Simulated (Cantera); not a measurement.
Input: 1 mol C₂F₆, 0.95 mol CH₄, 11 mol H₂, held at 750 Torr.

Equilibrium computed with Cantera from the NASA thermochemical tables; the gas is ideal and each condensed phase is pure. Candidate condensed phases: C, C₆H₆, C₇H₈, C₈H₁₈; 95 gas species. The feed counts by its element totals alone. The numbers say what is thermodynamically allowed, not how fast it happens.

Problem. What share of the C ends up in condensed phases as a function of T (K), at 2225, 2375, 2525, 2675, 2825, 2975, 3125, 3275, 3425?

Solution. 
```json
[
 {"T (K)": "2225", "C condensed (%)": "98.0", "as": "C(graphite)"},
 {"T (K)": "2375", "C condensed (%)": "95.8", "as": "C(graphite)"},
 {"T (K)": "2525", "C condensed (%)": "92.0", "as": "C(graphite)"},
 {"T (K)": "2675", "C condensed (%)": "85.9", "as": "C(graphite)"},
 {"T (K)": "2825", "C condensed (%)": "76.6", "as": "C(graphite)"},
 {"T (K)": "2975", "C condensed (%)": "63.1", "as": "C(graphite)"},
 {"T (K)": "3125", "C condensed (%)": "43.6", "as": "C(graphite)"},
 {"T (K)": "3275", "C condensed (%)": "12.9", "as": "C(graphite)"},
 {"T (K)": "3425", "C condensed (%)": "0.0", "as": "-"}
]
```
